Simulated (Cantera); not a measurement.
Cantera run, input and output.

```python
import numpy as np
import cantera as ct

gas = ct.Solution("h2o2.yaml")
gas.TP = 300, 69000
flame = ct.CounterflowDiffusionFlame(gas, width=0.02)
flame.fuel_inlet.X, flame.fuel_inlet.T = {'H2': 1, 'N2': 0.52}, 600
flame.oxidizer_inlet.X, flame.oxidizer_inlet.T = {'O2': 0.26, 'N2': 0.74}, 800
flame.set_refine_criteria(ratio=3, slope=0.12, curve=0.24, prune=0.03)
show = ['OH', 'H', 'H2O', 'HO2']

rows = []
print(f"{'mdot':>8s}{'a_max':>10s}{'a_mean':>10s}{'Tmax/K':>9s}" + "".join(f"{s:>11s}" for s in show) + "   (peak mole fractions)")
for i, mdot in enumerate([0.41, 0.56, 0.76, 1, 1.4, 1.9, 2.5, 3.4, 4.6, 6.2]):  # kg/m2/s on the oxidiser side
    flame.oxidizer_inlet.mdot, flame.fuel_inlet.mdot = mdot, 0.74 * mdot
    flame.solve(loglevel=0, auto=(i == 0))
    if flame.T.max() < max(600, 800) + 100:
        print(f"{mdot:8.3g}  no burning solution found from the previous one")
        break
    dT = np.abs(np.gradient(flame.T, flame.grid))
    rows.append([flame.strain_rate("max"), flame.strain_rate("mean"), flame.T.max(),
                 *(flame.X[gas.species_index(s)].max() for s in show), max(dT[0], dT[-1]) / dT.max()])
    print(f"{mdot:8.3g}{rows[-1][0]:10.1f}{rows[-1][1]:10.1f}{rows[-1][2]:9.1f}" + "".join(f"{x:11.3e}" for x in rows[-1][3:-1]))
```

Result:

```
    mdot     a_max    a_mean   Tmax/K         OH          H        H2O        HO2   (peak mole fractions)
    0.41     548.8     168.6   2455.1  2.714e-02  2.291e-02  2.860e-01  3.350e-05
    0.56     730.2     230.2   2407.1  2.716e-02  2.540e-02  2.829e-01  4.053e-05
    0.76     966.9     312.4   2350.1  2.695e-02  2.794e-02  2.797e-01  4.819e-05
       1    1250.7     411.1   2299.7  2.666e-02  3.054e-02  2.767e-01  5.576e-05
     1.4    1708.8     575.6   2232.1  2.607e-02  3.404e-02  2.733e-01  6.519e-05
     1.9    2277.6     781.1   2167.3  2.528e-02  3.713e-02  2.706e-01  7.398e-05
     2.5    2945.8    1027.8   2111.4  2.444e-02  4.020e-02  2.678e-01  8.142e-05
     3.4    3931.2    1397.8   2049.2  2.360e-02  4.375e-02  2.645e-01  8.968e-05
     4.6    5228.4    1891.1   1984.3  2.241e-02  4.723e-02  2.609e-01  9.868e-05
     6.2    6923.4    2548.9   1918.3  2.109e-02  5.072e-02  2.569e-01  1.067e-04
```

Model: the H2/O2 subset of GRI-Mech 3.0, which has no nitrogen chemistry, integrated in Cantera. The maximum strain rate includes the flame's own expansion and is several times the mean.
